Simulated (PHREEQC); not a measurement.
Consider water at 20 °C with 3.7 mol/kgw K2CO3, 0.042 mol/kgw H3BO3 and 1.4 mol/kgw NaCl. Closed to the air; pH follows from the charge balance.

Computed with PHREEQC (Pitzer model, pitzer.dat).

Question: The ionic strength comes out as 12.5 mol/kgw. What activity coefficients do B(OH)4-, CO3-2, K+, Na+, Cl- get?

Answer: B(OH)4- 0.46, CO3-2 0.17, K+ 0.60, Na+ 0.32, Cl- 0.81. Single-ion values are on the MacInnes scale.

Precipitation was switched off in this run. In brines, pH and single-ion activities rest on the MacInnes convention.
